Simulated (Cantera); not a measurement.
Equilibrium for tantalum, niobium, vanadium and zirconium in process gases: Ta + CO2

Input: 1 mol Ta, a varied amount of CO2, held at 2798.15 K and 0.110 Pa.

Cantera equilibrium calculation (NASA polynomials, part measured and part estimated; ideal gas, pure solids and liquids). Candidate condensed phases: C, Ta, TaC, Ta2O5; 15 gas species. Condensed phases not in the tables: Ta2C, N, O or C dissolved in the metal. Kinetics and transport are ignored.

| n(CO2) (mol) | x CO | x TaO | x O | x Ta | x TaO2 | x O2 | x CO2 | n Ta(s) |
|---|---|---|---|---|---|---|---|---|
| 0.56 | 0.474 | 0.470 | 0.00326 | 0.0525 | 0.000352 | 4.02e-9 | 2.09e-7 | 0.382 |
| 0.69 | 0.474 | 0.470 | 0.00326 | 0.0525 | 0.000352 | 4.02e-9 | 2.09e-7 | 0.239 |
| 0.85 | 0.474 | 0.470 | 0.00326 | 0.0525 | 0.000352 | 4.02e-9 | 2.09e-7 | 0.0622 |
| 1.1 | 0.500 | 0.447 | 0.0446 | 0.00365 | 0.00457 | 7.52e-7 | 3.02e-6 | 0 |
| 1.3 | 0.504 | 0.377 | 0.108 | 0.00127 | 0.00937 | 4.43e-6 | 7.39e-6 | 0 |
| 1.6 | 0.506 | 0.303 | 0.178 | 0.000621 | 0.0124 | 1.20e-5 | 1.22e-5 | 0 |
| 2 | 0.506 | 0.240 | 0.240 | 0.000363 | 0.0132 | 2.19e-5 | 1.65e-5 | 0 |
| 2.4 | 0.506 | 0.198 | 0.283 | 0.000255 | 0.0128 | 3.02e-5 | 1.94e-5 | 0 |
| 3 | 0.506 | 0.157 | 0.326 | 0.000175 | 0.0117 | 4.01e-5 | 2.23e-5 | 0 |
| 3.7 | 0.505 | 0.126 | 0.358 | 0.000128 | 0.0104 | 4.86e-5 | 2.45e-5 | 0 |
| 4.5 | 0.504 | 0.103 | 0.383 | 9.79e-5 | 0.00906 | 5.56e-5 | 2.62e-5 | 0 |
| 5.6 | 0.504 | 0.0822 | 0.406 | 7.38e-5 | 0.00766 | 6.24e-5 | 2.77e-5 | 0 |
x: gas mole fraction; n: condensed amount in mol.

From 0.56 mol CO2 to 0.85 mol CO2 the condensed part is Ta(s). From 1.1 mol CO2 to 5.6 mol CO2 nothing is condensed. The main Ta-bearing gas is TaO throughout.
